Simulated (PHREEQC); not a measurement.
Brine

Consider water at 20 °C with 1.3 mol HCl, 1.7 mol FeCl2 and 0.28 mol LiCl per kg of water. Closed to the air; pH follows from the charge balance.

Equilibrium calculation in PHREEQC: Pitzer model, pitzer.dat.

No solid was allowed to form.

Q: Predict the pH.

A: pH -0.87.

In brines, pH and single-ion activities rest on the MacInnes convention.
